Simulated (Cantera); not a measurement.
Input (Python, Cantera) and output of one run.

```python
import numpy as np
import cantera as ct

gas_names = """
    H HO2 H2 H2O H2O2 O OH O2 O3 P PH PH3 PO PO2 P2 P4 P4O10
""".split()
cond_names = """
    H2O(s) H2O(L) P(cr) P(L) P4O10(s)
""".split()


# ... load() reads the species with a 1 bar reference pressure and builds the phases ...
atoms = {
    'PH3': {'P': 1, 'H': 3},
    'O2': {'O': 2},
}
top_T = {'P4O10(s)': 690}  # K; cautious upper limits of use, not melting points


# ... equilibrate(T, P, feed) seeds the gas with the atoms and calls Mixture.equilibrate('TP', solver="vcs", rtol=1e-11, max_steps=5000) ...
results = []
T = 1223.15  # K
P = 1000  # Pa
for m in [0.35, 0.4, 0.45, 0.51, 0.57, 0.65, 0.73, 0.83, 0.93, 1.1, 1.2, 1.3, 1.5]:
    feed = {'PH3': 1, 'O2': m}  # mol
    mix = equilibrate(T, P, feed)
    results.append((T, P, feed, dict(zip(mix.species_names, mix.species_moles))))
    x = sorted(zip(gas.X, gas.species_names), reverse=True)
    print(f"T = {T:g} K  P = {P:g} Pa  n(O2) = {m:g} mol  gas = {mix.phase_moles(0):.4g} mol")
    print("   x: " + "  ".join(f"{s} {v:.3e}" for v, s in x if v > 1e-05))
    print("   condensed (mol): " + ("  ".join(f"{mix.phase(i).name} {mix.phase_moles(i):.4g}"
          for i in range(1, mix.n_phases) if mix.phase_moles(i) > 1e-12) or "none"))
```

Result:

```
T = 1223.15 K  P = 1000 Pa  n(O2) = 0.35 mol  gas = 1.948 mol
   x: H2 5.304e-01  H2O 2.397e-01  P2 1.864e-01  P4 2.230e-02  P4O10 1.008e-02  PO2 7.761e-03  PO 3.352e-03
   condensed (mol): none
T = 1223.15 K  P = 1000 Pa  n(O2) = 0.4 mol  gas = 1.943 mol
   x: H2 5.248e-01  H2O 2.474e-01  P2 1.807e-01  P4 2.096e-02  P4O10 1.444e-02  PO2 8.313e-03  PO 3.443e-03
   condensed (mol): none
T = 1223.15 K  P = 1000 Pa  n(O2) = 0.45 mol  gas = 1.937 mol
   x: H2 5.205e-01  H2O 2.538e-01  P2 1.748e-01  P4 1.961e-02  P4O10 1.898e-02  PO2 8.751e-03  PO 3.503e-03
   condensed (mol): none
T = 1223.15 K  P = 1000 Pa  n(O2) = 0.51 mol  gas = 1.93 mol
   x: H2 5.165e-01  H2O 2.607e-01  P2 1.675e-01  P4O10 2.459e-02  P4 1.801e-02  PO2 9.177e-03  PO 3.549e-03
   condensed (mol): none
T = 1223.15 K  P = 1000 Pa  n(O2) = 0.57 mol  gas = 1.923 mol
   x: H2 5.132e-01  H2O 2.670e-01  P2 1.600e-01  P4O10 3.033e-02  P4 1.642e-02  PO2 9.527e-03  PO 3.575e-03
   condensed (mol): none
T = 1223.15 K  P = 1000 Pa  n(O2) = 0.65 mol  gas = 1.912 mol
   x: H2 5.095e-01  H2O 2.748e-01  P2 1.496e-01  P4O10 3.815e-02  P4 1.437e-02  PO2 9.907e-03  PO 3.585e-03
   condensed (mol): none
T = 1223.15 K  P = 1000 Pa  n(O2) = 0.73 mol  gas = 1.902 mol
   x: H2 5.063e-01  H2O 2.825e-01  P2 1.390e-01  P4O10 4.612e-02  P4 1.239e-02  PO2 1.021e-02  PO 3.574e-03
   condensed (mol): none
T = 1223.15 K  P = 1000 Pa  n(O2) = 0.83 mol  gas = 1.888 mol
   x: H2 5.025e-01  H2O 2.920e-01  P2 1.252e-01  P4O10 5.626e-02  PO2 1.052e-02  P4 1.005e-02  PO 3.533e-03
   condensed (mol): none
T = 1223.15 K  P = 1000 Pa  n(O2) = 0.93 mol  gas = 1.874 mol
   x: H2 4.986e-01  H2O 3.019e-01  P2 1.108e-01  P4O10 6.657e-02  PO2 1.075e-02  P4 7.881e-03  PO 3.464e-03
   condensed (mol): none
T = 1223.15 K  P = 1000 Pa  n(O2) = 1.1 mol  gas = 1.849 mol
   x: H2 4.907e-01  H2O 3.207e-01  P2 8.521e-02  P4O10 8.442e-02  PO2 1.098e-02  P4 4.659e-03  PO 3.278e-03
   condensed (mol): none
T = 1223.15 K  P = 1000 Pa  n(O2) = 1.2 mol  gas = 1.833 mol
   x: H2 4.845e-01  H2O 3.338e-01  P4O10 9.503e-02  P2 6.945e-02  PO2 1.101e-02  PO 3.120e-03  P4 3.095e-03
   condensed (mol): none
T = 1223.15 K  P = 1000 Pa  n(O2) = 1.3 mol  gas = 1.817 mol
   x: H2 4.759e-01  H2O 3.495e-01  P4O10 1.056e-01  P2 5.327e-02  PO2 1.095e-02  PO 2.912e-03  P4 1.821e-03
   condensed (mol): none
T = 1223.15 K  P = 1000 Pa  n(O2) = 1.5 mol  gas = 1.786 mol
   x: H2 4.425e-01  H2O 3.975e-01  P4O10 1.259e-01  P2 2.122e-02  PO2 1.035e-02  PO 2.248e-03  P4 2.888e-04
   condensed (mol): none
```

Cantera equilibrium calculation (NASA polynomials, part measured and part estimated; ideal gas, pure solids and liquids). Gases not in the tables: HPO2, HPO3 and P4O6.
